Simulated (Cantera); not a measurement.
## N2O furnace oxynitridation

An isothermal, constant-pressure homogeneous reactor starts with 10.9 % N₂O, 89.1 % N₂, at 1623 K and 100.0 Torr.

Model: GRI-Mech 3.0 (53 species, 325 reactions), integrated in Cantera. GRI-Mech 3.0 was tuned for natural gas; its chemistry of N2O as a main component is partial and can be far from experiment. The temperature is held fixed by assumption; the heat of reaction is taken as removed at once.

| t (s) | x N₂O | x NO₂ | x NO | x N₂ | x O | x O₂ |
|---|---|---|---|---|---|---|
| 1.00e-5 | 0.109 | <1e-12 | 3.73e-7 | 0.891 | 1.54e-5 | 4.13e-7 |
| 6.47e-5 | 0.109 | 6.01e-11 | 1.36e-5 | 0.891 | 8.19e-5 | 1.51e-5 |
| 0.000419 | 0.107 | 2.53e-8 | 0.000291 | 0.892 | 0.000201 | 0.000322 |
| 0.00271 | 0.100 | 1.08e-6 | 0.00246 | 0.894 | 0.000210 | 0.00273 |
| 0.0176 | 0.0635 | 8.88e-6 | 0.0132 | 0.908 | 0.000207 | 0.0147 |
| 0.114 | 0.00440 | 2.13e-5 | 0.0299 | 0.931 | 0.000139 | 0.0344 |
| 0.737 | 4.84e-7 | 1.76e-5 | 0.0306 | 0.933 | 1.00e-5 | 0.0362 |
| 4.77 | 3.43e-7 | 1.75e-5 | 0.0305 | 0.933 | 1.00e-5 | 0.0363 |
| 30.9 | 3.31e-7 | 1.73e-5 | 0.0300 | 0.933 | 1.01e-5 | 0.0365 |
| 200 | 2.67e-7 | 1.57e-5 | 0.0267 | 0.935 | 1.03e-5 | 0.0382 |
x: mole fraction; the columns are a selection and need not sum to one.

Equilibrium at this temperature and pressure: N₂O 2.75e-8, NO₂ 7.87e-7, NO 0.00116, N₂ 0.948, O 1.18e-5, O₂ 0.0510 (gas phase only).
